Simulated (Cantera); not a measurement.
**Moist CO burnout**

An isothermal, constant-pressure homogeneous reactor starts with 0.169 % CO, 0.427 % O2, 0.0606 % H2O, 99.3 % N2, equivalence ratio 0.20, at 1100 K and 7.40 bar.

Detailed kinetics in Cantera: GRI-Mech 3.0 (53 species, 325 reactions).

| t (s) | x CO | x O2 | x H2O | x O | x NO2 | x HO2 |
|---|---|---|---|---|---|---|
| 1.00e-5 | 0.00169 | 0.00427 | 0.000606 | 4.63e-12 | <1e-12 | <1e-12 |
| 3.98e-5 | 0.00169 | 0.00427 | 0.000606 | 1.82e-11 | <1e-12 | <1e-12 |
| 0.000159 | 0.00169 | 0.00427 | 0.000606 | 6.92e-11 | <1e-12 | 2.50e-12 |
| 0.000632 | 0.00169 | 0.00427 | 0.000606 | 2.34e-10 | <1e-12 | 5.12e-11 |
| 0.00252 | 0.00169 | 0.00427 | 0.000606 | 5.83e-10 | <1e-12 | 6.36e-10 |
| 0.0100 | 0.00169 | 0.00427 | 0.000606 | 1.55e-9 | <1e-12 | 6.15e-9 |
| 0.0399 | 0.00169 | 0.00427 | 0.000606 | 3.37e-8 | <1e-12 | 2.25e-7 |
| 0.159 | 0.00157 | 0.00421 | 0.000605 | 8.26e-8 | 3.79e-11 | 6.60e-7 |
| 0.633 | 0.00115 | 0.00400 | 0.000604 | 7.12e-8 | 8.80e-10 | 6.09e-7 |
| 2.52 | 0.000376 | 0.00362 | 0.000606 | 3.77e-8 | 8.16e-9 | 3.73e-7 |
| 10.0 | 1.14e-5 | 0.00344 | 0.000606 | 4.53e-9 | 1.96e-8 | 4.76e-8 |
| 40.0 | 2.66e-11 | 0.00343 | 0.000606 | 1.12e-10 | 3.62e-10 | 3.98e-11 |
x: mole fraction; the columns are a selection and need not sum to one.

Equilibrium at this temperature and pressure: CO 1.43e-11, O2 0.00342, H2O 0.000607, O 5.40e-11, NO2 1.21e-7, HO2 2.34e-11 (gas phase only).
